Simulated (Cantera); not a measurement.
An isothermal, constant-pressure homogeneous reactor starts with 7.41 % H2, 92.6 % O2, at 1425 K and 0.00592 atm.

Computed with Cantera and the H2/O2 subset of GRI-Mech 3.0, which has no nitrogen chemistry. Radical loss at walls, strong at low pressure, is not modelled. The temperature is held fixed by assumption; the heat of reaction is taken as removed at once.

### Question
Predict: x(H2) at 1.00 s; x(O2) at 1.00 s; x(H) at 1.00 s; x(O) at 1.00 s; x(OH) at 1.00 s.

### Answer
| Quantity | Value |
|---|---|
| x(H2) at 1.00 s | 0.000195 (gas-phase equilibrium 6.84e-7) |
| x(O2) at 1.00 s | 0.917 (gas-phase equilibrium 0.923) |
| x(H) at 1.00 s | 0.000360 (gas-phase equilibrium 7.33e-8) |
| x(O) at 1.00 s | 0.00503 (gas-phase equilibrium 1.73e-5) |
| x(OH) at 1.00 s | 0.00302 (gas-phase equilibrium 0.000180) |
